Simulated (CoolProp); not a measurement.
The numbers come from the reference Helmholtz-energy equation of state, Leachman 2009 in CoolProp.

Task: Give the vapour pressure (MPa), liquid density (kg/m³), surface tension (mN/m), vapour viscosity (µPa s) of saturated normal hydrogen at 29.1 K.

Result: 
```csv
T (K),p (MPa),liquid density (kg/m³),surface tension (mN/m),vapour viscosity (µPa s)
29.1,0.694,56.9,0.475,1.61
```

Viscosity comes from a separate model (Muzny 2013). Surface tension comes from a separate correlation (Mulero 2012).
